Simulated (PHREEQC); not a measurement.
A solution holds 0.0019 mol HCl, 0.063 mol CaCl2 and 0.00081 mol CuCl2 per kg of water, at 65 °C. Closed to the air; pH follows from the charge balance.

Equilibrium calculation in PHREEQC: ion-association model, phreeqc.dat.

No solid was allowed to form.

### Question
Estimate the pH.

### Answer
pH 2.83.

### Question
In which forms is Cu present?

### Answer
Cu+2 62 %, CuCl+ 37 %, CuCl2 1.8 % of the Cu.

Away from 25 °C the constants follow the database's enthalpies or fits; those with neither stay at their 25 °C values.
